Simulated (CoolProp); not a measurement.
Vapour-liquid equilibrium of p-xylene (1) + n-undecane (2) at 307 K; x and y are mole fractions of (1).

Values from CoolProp's multi-fluid Helmholtz-energy mixture model, Zhou 2012 and Aleksandrov 2011; pair parameters Bell 2016.

```json
[
 {"x": "0.05", "bubble pressure (bar)": "0.002027", "y at the bubble point": "0.481", "dew pressure at overall composition x (bar)": "0.001162", "liquid density (mol/L)": "4.774"},
 {"x": "0.125", "bubble pressure (bar)": "0.003402", "y at the bubble point": "0.715", "dew pressure at overall composition x (bar)": "0.001255", "liquid density (mol/L)": "4.942"},
 {"x": "0.2", "bubble pressure (bar)": "0.004772", "y at the bubble point": "0.814", "dew pressure at overall composition x (bar)": "0.001365", "liquid density (mol/L)": "5.119"},
 {"x": "0.275", "bubble pressure (bar)": "0.006136", "y at the bubble point": "0.869", "dew pressure at overall composition x (bar)": "0.001495", "liquid density (mol/L)": "5.308"},
 {"x": "0.35", "bubble pressure (bar)": "0.007495", "y at the bubble point": "0.904", "dew pressure at overall composition x (bar)": "0.001653", "liquid density (mol/L)": "5.509"},
 {"x": "0.425", "bubble pressure (bar)": "0.008850", "y at the bubble point": "0.928", "dew pressure at overall composition x (bar)": "0.001849", "liquid density (mol/L)": "5.723"},
 {"x": "0.5", "bubble pressure (bar)": "0.01020", "y at the bubble point": "0.945", "dew pressure at overall composition x (bar)": "0.002097", "liquid density (mol/L)": "5.952"},
 {"x": "0.575", "bubble pressure (bar)": "0.01155", "y at the bubble point": "0.959", "dew pressure at overall composition x (bar)": "0.002421", "liquid density (mol/L)": "6.197"},
 {"x": "0.65", "bubble pressure (bar)": "0.01290", "y at the bubble point": "0.970", "dew pressure at overall composition x (bar)": "0.002864", "liquid density (mol/L)": "6.460"},
 {"x": "0.725", "bubble pressure (bar)": "0.01426", "y at the bubble point": "0.978", "dew pressure at overall composition x (bar)": "0.003505", "liquid density (mol/L)": "6.744"},
 {"x": "0.8", "bubble pressure (bar)": "0.01561", "y at the bubble point": "0.986", "dew pressure at overall composition x (bar)": "0.004515", "liquid density (mol/L)": "7.049"},
 {"x": "0.875", "bubble pressure (bar)": "0.01697", "y at the bubble point": "0.992", "dew pressure at overall composition x (bar)": "0.006342", "liquid density (mol/L)": "7.380"},
 {"x": "0.95", "bubble pressure (bar)": "0.01834", "y at the bubble point": "0.997", "dew pressure at overall composition x (bar)": "0.01063", "liquid density (mol/L)": "7.740"}
]
```

No azeotrope shows between x = 0.05 and 0.95.

Pair parameters are fitted to limited data, so mixtures are less certain than the pure fluids.
